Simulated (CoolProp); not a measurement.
The numbers come from the reference Helmholtz-energy equation of state, Lemmon 2006 in CoolProp. It is a short technical equation, of lower accuracy than the large ones.

Q: For C2F6 (R116), give the phase and the speed of sound (m/s), fugacity coefficient at -58.95 °C and 0.381 MPa.

A: 
- -58.95 °C and 0.381 MPa: liquid; speed of sound 480, fugacity coefficient 0.621
